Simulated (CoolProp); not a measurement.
A Linde-Hampson liquefier for normal hydrogen: isothermal reversible compression at 300 K from 1 atm to 20 MPa, throttling to 1 atm, return gas leaving the recuperator 10 K below the feed. Each further row changes one setting.

Model: reference Helmholtz-energy equation of state, Leachman 2009, in CoolProp.

```csv
case,compression work (kJ/kg of gas)
as stated,6690
high pressure 40 MPa,7700
warm-end temperature 330 K,7340
warm-end gap 15 K,6690
```
